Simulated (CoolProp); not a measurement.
Chlorine at 371.21 K and 3.12 MPa is throttled through a valve to 0.66 MPa with no heat exchange. Each further row changes one setting.

Computed with CoolProp (reference Helmholtz-energy equation of state, Thol 2021).

```
case                       temperature change (K)  final density (kg/m³)
-------------------------  ----------------------  ---------------------
as stated                                   -53.2                   19.0
outlet pressure 0.198 MPa                   -65.6                   5.66
outlet pressure 0.858 MPa                   -48.2                   24.9
```
